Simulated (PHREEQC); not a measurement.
A made-up water analysis in mmol/kgw, 80 °C, pH 3.84, pe 8.7: Na 15.5; K 0.0295; Ca 8.41; Mg 1.56; Cl 11.3; S(6) 12; N(5) 0.0487.

Valence states are taken as typed.

Computed with PHREEQC (ion-association model, phreeqc.dat).

This is a speciation only: nothing precipitates in the calculation.

### Question
Estimate the ionic strength, charge-balance error.

### Answer
ionic strength 0.0431 mol/kgw; charge-balance error 1.0 %.

### Question
In which forms is Ca present?

### Answer
Ca+2 71 %, CaSO4 29 % of the Ca.

Away from 25 °C the constants follow the database's enthalpies or fits; those with neither stay at their 25 °C values.
